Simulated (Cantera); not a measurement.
Cantera run:

```python
import numpy as np
import cantera as ct

gas_names = """

""".split()
cond_names = """
    NiS(b) NiS(a) NiS(L) Ni(cr) Ni(L) NiS2(s) NiS2(L)
""".split()


# ... load() reads the species with a 1 bar reference pressure and builds the phases ...
species = {s.name: s for s in load("nasa_gas.yaml", gas_names) + load("nasa_condensed.yaml", cond_names)}
# Each term lists the table entries of one substance; the one whose range holds T is used.
reactions = {
    '2 NiS = Ni + NiS2':
        [(-2, ['NiS(b)', 'NiS(a)', 'NiS(L)']), (1, ['Ni(cr)', 'Ni(L)']), (1, ['NiS2(s)', 'NiS2(L)'])],
}


def pick(names, T):
    return next(species[n] for n in names if species[n].thermo.min_temp <= T <= species[n].thermo.max_temp)


results = []
for label, terms in reactions.items():
    print(label)
    print("     T/K   dH/kJ  dS/(J/K)   dG/kJ   log10 K")
    for T in [300, 625, 725, 825, 925, 1025, 1125, 1225]:
        used = [(nu, pick(names, T)) for nu, names in terms]
        dH = sum(nu * s.thermo.h(T) for nu, s in used) / 1e6
        dS = sum(nu * s.thermo.s(T) for nu, s in used) / 1e3
        dG = dH - T * dS / 1e3
        logK = -dG * 1e6 / (ct.gas_constant * T * np.log(10))
        results.append((label, T, dH, dS, dG, logK, [s.name for _, s in used]))
        print(f"{T:8g} {dH:8.1f} {dS:8.1f} {dG:8.1f} {logK:8.2f}")
```

Result:

```
2 NiS = Ni + NiS2
     T/K   dH/kJ  dS/(J/K)   dG/kJ   log10 K
     300     44.4     -4.1     45.6    -7.94
     625     44.6     -3.6     46.8    -3.91
     725     31.9    -23.0     48.6    -3.50
     825     31.7    -23.3     50.9    -3.22
     925     31.2    -23.9     53.3    -3.01
    1025     30.4    -24.7     55.7    -2.84
    1125     29.3    -25.8     58.2    -2.70
    1225     27.9    -26.9     60.9    -2.60
```

Standard-state values (1 bar) from the NASA 1993 polynomials, evaluated with Cantera. Condensed species are held in their standard states even where they would react or evaporate.
